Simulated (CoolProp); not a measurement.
The numbers come from the reference Helmholtz-energy equation of state, de Reuck 1990 in CoolProp.

For fluorine, give the phase and the expansivity (1/kK), fugacity coefficient at -135.05 °C and 5.6 MPa; -120.35 °C and 5.6 MPa; -105.65 °C and 5.6 MPa.


- -135.05 °C and 5.6 MPa: liquid; expansivity 19.5, fugacity coefficient 0.535
- -120.35 °C and 5.6 MPa: supercritical; expansivity 35.1, fugacity coefficient 0.711
- -105.65 °C and 5.6 MPa: supercritical; expansivity 15.1, fugacity coefficient 0.787
